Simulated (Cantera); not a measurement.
**Pyrogenic steam for wet oxidation**

A perfectly stirred reactor is fed with 43.6 % H2, 36.4 % O2, 20.0 % N2, equivalence ratio 0.60, at 13300 Pa; it is held at 998 K, and followed from long to short residence time.

Detailed kinetics in Cantera: the H2/O2 subset of GRI-Mech 3.0, which has no nitrogen chemistry. Radical loss at walls, strong at low pressure, is not modelled. The temperature is held fixed by assumption; the heat of reaction is taken as removed at once.

| τ (s) | x H2 | x O2 | x H2O2 | x O | x OH | x HO2 | x H |
|---|---|---|---|---|---|---|---|
| 0.65 | 0.00528 | 0.188 | 1.18e-5 | 5.05e-5 | 8.02e-5 | 5.37e-5 | 2.52e-5 |
| 0.32 | 0.00713 | 0.189 | 1.03e-5 | 8.52e-5 | 0.000120 | 6.13e-5 | 5.08e-5 |
| 0.16 | 0.00963 | 0.190 | 8.85e-6 | 0.000139 | 0.000176 | 6.88e-5 | 0.000101 |
| 0.081 | 0.0130 | 0.191 | 7.64e-6 | 0.000220 | 0.000254 | 7.61e-5 | 0.000197 |
| 0.041 | 0.0177 | 0.193 | 6.71e-6 | 0.000343 | 0.000363 | 8.29e-5 | 0.000385 |
| 0.020 | 0.0246 | 0.196 | 6.05e-6 | 0.000537 | 0.000526 | 8.94e-5 | 0.000774 |
| 0.010 | 0.0337 | 0.199 | 5.68e-6 | 0.000816 | 0.000745 | 9.46e-5 | 0.00151 |
| 0.0051 | 0.0459 | 0.204 | 5.50e-6 | 0.00121 | 0.00103 | 9.86e-5 | 0.00285 |
| 0.0026 | 0.0623 | 0.210 | 5.38e-6 | 0.00177 | 0.00142 | 0.000101 | 0.00530 |
| 0.0013 | 0.0849 | 0.220 | 5.21e-6 | 0.00260 | 0.00192 | 0.000102 | 0.00981 |
| 0.00065 | 0.115 | 0.232 | 4.87e-6 | 0.00375 | 0.00253 | 0.000101 | 0.0175 |
x: mole fraction; the columns are a selection and need not sum to one.
